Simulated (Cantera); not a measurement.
Input (Python, Cantera) and output of one run.

```python
import numpy as np
import cantera as ct

gas_names = [...]  # 114 gases of nasa_gas.yaml made of C, Fe, H, O
cond_names = """
    C(gr) C6H6(L) C7H8(L) C8H18(L),n-octa Fe(a) Fe(c) Fe(d) Fe(L) FeC5O5(L) FeO(s) FeO(L) Fe(OH)2(s)
    Fe(OH)3(s) Fe2O3(s) Fe3O4(s) H2O(s) H2O(L)
""".split()


# ... load() reads the species with a 1 bar reference pressure and builds the phases ...
atoms = {
    'Fe3O4': {'Fe': 3, 'O': 4},
    'CH4': {'C': 1, 'H': 4},
    'CO': {'C': 1, 'O': 1},
}
top_T = {'C(gr)': 4500, 'Fe2O3(s)': 1830, 'Fe3O4(s)': 1870}  # K; cautious upper limits of use, not melting points


# ... equilibrate(T, P, feed) seeds the gas with the atoms and calls Mixture.equilibrate('TP', solver="vcs", rtol=1e-11, max_steps=5000) ...
results = []
feed = {'Fe3O4': 1, 'CH4': 4.3, 'CO': 0.53}  # mol
T = 2250  # K
P = 15  # Pa
mix = equilibrate(T, P, feed)
results.append((T, P, feed, dict(zip(mix.species_names, mix.species_moles))))
print(gas.report(threshold=0.0001))
for i in range(1, mix.n_phases):
    print(f"{mix.phase(i).name:16s} {mix.phase_moles(i):12.5e} mol")
```

It prints:

```
       temperature   2250 K
          pressure   15 Pa
           density   1.3011e-05 kg/m^3
  mean mol. weight   16.227 kg/kmol
   phase of matter   gas

                          1 kg             1 kmol
                     ---------------   ---------------
          enthalpy        1.0036e+07        1.6287e+08  J
   internal energy        8.8836e+06        1.4416e+08  J
           entropy             17735         2.878e+05  J/K
    Gibbs function       -2.9868e+07       -4.8467e+08  J
 heat capacity c_p            1792.6             29090  J/K
 heat capacity c_v            1280.3             20775  J/K

                      mass frac. Y      mole frac. X     chem. pot. / RT
                     ---------------   ---------------   ---------------
                CO           0.40635           0.23542            -44.27
    C2H2,acetylene          0.001527        0.00095166            -35.97
                Fe           0.53653            0.1559           -13.503
                 H          0.020083           0.32332           -14.962
                H2          0.035319           0.28429           -29.925
     [ +109 minor]        0.00019121        0.00011659

C(gr)             2.58481e-01 mol
Fe(L)             0.00000e+00 mol
FeC5O5(L)         0.00000e+00 mol
FeO(L)            0.00000e+00 mol
```

Cantera equilibrium calculation (NASA polynomials, part measured and part estimated; ideal gas, pure solids and liquids).
